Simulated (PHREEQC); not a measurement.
1 kg of water holding 0.12 mol KCl and 0.0084 mol NaCl is evaporated at 40 °C; the solids stay in contact with the brine. CO2 from the air is kept out. Only these solids could form: Halite, Sylvite.

Computed with PHREEQC (Pitzer model, pitzer.dat).

```
water left (kg)  ionic strength  water activity  Sylvite (mol)  Na in solution (mol/kgw)
---------------  --------------  --------------  -------------  ------------------------
1                         0.128           0.996              0                   0.00840
0.6755                    0.190             [?]              0                    0.0124
0.4563                    0.281           0.991              0                    0.0184
0.375                     0.342           0.989              0                    0.0224
0.2533                    0.507           0.984              0                    0.0332
0.1711                    0.750           0.976              0                    0.0491
0.1156                     1.11           0.964              0                    0.0727
0.07809                    1.64           0.947              0                     0.108
0.06418                    2.00           0.936              0                     0.131
0.04335                    2.96           0.903              0                     0.194
0.0293                     4.38           0.855              0                     0.287
0.01979                    5.54           0.814         0.0188                     0.425
0.01337                     [?]           0.811         0.0534                     0.628
0.01099                    5.66           0.808            [?]                     0.764
0.007426                   5.80           0.802         0.0854                      1.13
0.005012                   6.01           0.792         0.0983                      1.68
```

What belongs in the gaps?


- 0.6755, water activity: 0.994
- 0.01337, ionic strength: 5.61
- 0.01099, Sylvite (mol): 0.0662

Complexes and solids missing from the database can't appear. Constants without temperature data keep their 25 °C values here.
